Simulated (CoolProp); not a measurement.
Saturation properties of cyclopropane.

Model: reference Helmholtz-energy equation of state, Polt 1992, in CoolProp. This equation is an older, rougher fit; its heat capacities, sound speeds and derivatives of the liquid may be far off and weren't checked against measurements.

| T (°C) | p (bar) | liquid density (kg/m³) | surface tension (mN/m) |
|---|---|---|---|
| 24.65 | 7.178 | 619.6 | 11.2 |
| 31.05 | 8.502 | 609.5 | 10.2 |
| 37.35 | 9.971 | 599.3 | 9.34 |
| 43.75 | 11.65 | 588.5 | 8.46 |
| 50.15 | 13.52 | 577.4 | 7.59 |
| 56.45 | 15.57 | 565.9 | 6.77 |
| 62.85 | 17.88 | 553.7 | 5.95 |
| 69.25 | 20.43 | 540.8 | 5.16 |
| 75.55 | 23.18 | 527.4 | 4.41 |
| 81.95 | 26.25 | 512.9 | 3.68 |
| 88.35 | 29.61 | 497.1 | 2.98 |
| 94.65 | 33.21 | 480.0 | 2.33 |

Surface tension comes from a separate correlation (Mulero 2014).
